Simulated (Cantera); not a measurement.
A closed system holds: 1 mol MgSO4, 0.057 mol H2, 0.21 mol O2, 2.1 mol CO2, equilibrated at 1127 °C and 7.50 Torr.

Cantera equilibrium calculation (NASA polynomials, part measured and part estimated; ideal gas, pure solids and liquids). Candidate condensed phases: C, C6H6, C7H8, C8H18, H2O, H2SO4, Mg, MgCO3, MgO, Mg(OH)2, MgS, MgSO4, S; 130 gas species. Equilibrium is a limit: real reactors are often held back by kinetics, nucleation or transport.

What is the equilibrium state?


- x(CO2): 0.547
- x(SO2): 0.260
- x(O2): 0.177
- x(H2O): 0.0148
- x(SO3): 0.000708
- x(OH): 3.59e-5
- x(CO): 1.27e-5
- x(O): 3.98e-6
- n(MgO(s)): 1.00 mol
- gas amount: 3.837 mol
- log10 activity of S(l) (absent): -10.61
- log10 activity of C(graphite) (absent): -14.29
- log10 activity of Mg(l) (absent): -15.30
